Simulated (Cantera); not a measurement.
# Ignition delay

Mixture: CH3OH : O2 : N2 = 1 : 1.65 : 13 (molar parts), at 0.790 bar, adiabatic and at constant pressure. Ignition delay is the time to a rise of 400 K.

Detailed kinetics in Cantera: GRI-Mech 3.0 (53 species, 325 reactions). GRI-Mech 3.0 was tuned for natural gas; its chemistry of methanol as a main component is partial and can be far from experiment.

```csv
T0 (K),delay (ms)
1025,436
1100,88.7
1175,22.5
1250,6.89
1325,2.50
1400,1.06
1475,0.517
1550,0.289
1625,0.185
```

| Quantity | Value |
|---|---|
| apparent activation energy between 1475 and 1625 K | 140 kJ/mol |
